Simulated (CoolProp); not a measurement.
Vapour-liquid equilibrium of cyclopentane (1) + octamethylcyclotetrasiloxane (D4) (2) at 313.3 K; x and y are mole fractions of (1).

Model: multi-fluid Helmholtz-energy mixture model, Gedanitz 2015 and Thol 2015; pair parameters Bell 2016, in CoolProp.

```tsv
x	bubble pressure, mixture model (kPa)	bubble pressure, Raoult's law (kPa)	y, mixture model	y, Raoult's law
0.05	3.245	4.087	0.886	0.910
0.2	12.29	15.19	0.974	0.980
0.35	22.16	26.28	0.988	0.990
0.5	32.94	37.38	0.994	0.995
0.65	44.69	48.48	0.997	0.997
0.8	57.37	59.58	0.999	0.999
0.95	70.36	70.68	1.000	1.000
```

The largest gap from Raoult's law is -20.6 % in bubble pressure, at x = 0.05. No azeotrope shows between x = 0.05 and 0.95.

Pair parameters are fitted to limited data, so mixtures are less certain than the pure fluids.
